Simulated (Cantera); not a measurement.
A closed system holds: 1 mol TiO₂, 1.5 mol CH₄, 0.025 mol CO, equilibrated at 0.570 bar.

Cantera equilibrium calculation (NASA polynomials, part measured and part estimated; ideal gas, pure solids and liquids). Candidate condensed phases: C, C₆H₆, C₇H₈, C₈H₁₈, H₂O, Ti, TiC, TiO, TiO₂, Ti₂O₃, Ti₃O₅, Ti₄O₇; 113 gas species. Mutual solubility and eutectic melting of coexisting phases are not modelled. TiC: taken at fixed stoichiometry. Condensed phases not in the tables: Magnéli phases beyond Ti₄O₇. Rates play no part.

x: gas mole fraction; n: condensed amount in mol.

| T (K) | x H₂ | x CO | x CH₄ | x H₂O | x H | n C(graphite) | n TiO₂(rutile) | n Ti₄O₇(s) | n Ti₃O₅(s) | n TiC(s) | n Ti₂O₃(s) |
|---|---|---|---|---|---|---|---|---|---|---|---|
| 1000 | 0.943 | 0.00713 | 0.0484 | 0.00151 | ? | 1.36 | 1.00 | 0 | 0 | 0 | 0 |
| 1075 | 0.967 | 0.00791 | 0.0241 | 0.000551 | ? | 1.43 | 1.00 | 0 | 0 | 0 | 0 |
| 1150 | 0.965 | 0.0222 | 0.0124 | 0.000573 | ? | 1.42 | 0.824 | 0.0441 | 0 | 0 | 0 |
| 1225 | 0.909 | 0.0836 | 0.00619 | 0.000852 | ? | 1.23 | 0 | 0.250 | 0 | 0 | 0 |
| 1300 | 0.889 | 0.107 | 0.00355 | 0.000493 | ? | 1.16 | 0 | 0 | 0.333 | 0 | 0 |
| 1375 | 0.891 | 0.107 | 0.00225 | 0.000249 | ? | 1.16 | 0 | 0 | 0.333 | 0 | 0 |
| 1450 | 0.778 | 0.220 | 0.00114 | 0.000244 | ? | 0.381 | 0 | 0 | 0.236 | 0.293 | 0 |
| 1525 | 0.727 | 0.273 | 0.000409 | 0.000272 | ? | 0 | 0 | 0 | 0 | 0.400 | 0.300 |
| 1600 | 0.727 | 0.273 | 0.000166 | 0.000292 | ? | 0 | 0 | 0 | 0 | 0.400 | 0.300 |

**Question.** Fill in the missing entries.

**Answer.** 
- 1000, x H: 2.92e-9
- 1075, x H: 1.91e-8
- 1150, x H: 9.71e-8
- 1225, x H: 3.94e-7
- 1300, x H: 1.38e-6
- 1375, x H: 4.28e-6
- 1450, x H: 1.11e-5
- 1525, x H: 2.67e-5
- 1600, x H: 6.14e-5
